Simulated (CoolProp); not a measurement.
A single-stage vapour-compression cycle with C2F6 (R116): evaporating at 214.15 K (dew point), condensing at 280.15 K (bubble point), superheat 5 K, subcooling 2 K, compressor efficiency 0.65, no pressure losses. Each further row changes one setting.

Model: reference Helmholtz-energy equation of state, Lemmon 2006, in CoolProp. It is a short technical equation, of lower accuracy than the large ones.

| case | cooling COP | pressure ratio | discharge temperature (K) | refrigerating effect (kJ/kg) | volumetric capacity (kJ/m³) |
|---|---|---|---|---|---|
| as stated | 0.945 | 8.68 | 297.7 | 37.8 | 793 |
| evaporating temperature 219.15 K | … | … | … | … | … |
| condensing temperature 275.15 K | 1.18 | 7.63 | 292.3 | 44.7 | … |
| subcooling 7 K | 1.13 | 8.68 | 297.7 | 45.1 | … |
| superheat 15 K | … | 8.68 | 307.6 | 44.7 | 884 |
| compressor efficiency 0.55 | 0.800 | 8.68 | 304.9 | 37.8 | 793 |

Question: Complete the blanks.

Answer: 
- evaporating temperature 219.15 K, cooling COP: 1.12
- evaporating temperature 219.15 K, pressure ratio: 7.02
- evaporating temperature 219.15 K, discharge temperature (K): 296.3
- evaporating temperature 219.15 K, refrigerating effect (kJ/kg): 40.4
- evaporating temperature 219.15 K, volumetric capacity (kJ/m³): 1040
- condensing temperature 275.15 K, volumetric capacity (kJ/m³): 938
- subcooling 7 K, volumetric capacity (kJ/m³): 946
- superheat 15 K, cooling COP: 1.04
